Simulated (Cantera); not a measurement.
**Ignition delay**

Mixture: CH4 : O2 : N2 = 1 : 3.51 : 13.2 (molar parts), equivalence ratio 0.57, at 0.370 bar, adiabatic and at constant volume. Ignition delay is the time to a rise of 400 K.

Cantera simulation using GRI-Mech 3.0 (53 species, 325 reactions); the numbers are that mechanism's predictions, not measurements.

```tsv
T0 (K)	delay (ms)
1175	107
1275	25.1
1375	7.26
1475	2.62
1575	1.14
1675	0.562
```

```json
{
 "apparent activation energy between 1475 and 1675 K": "160 kJ/mol"
}
```
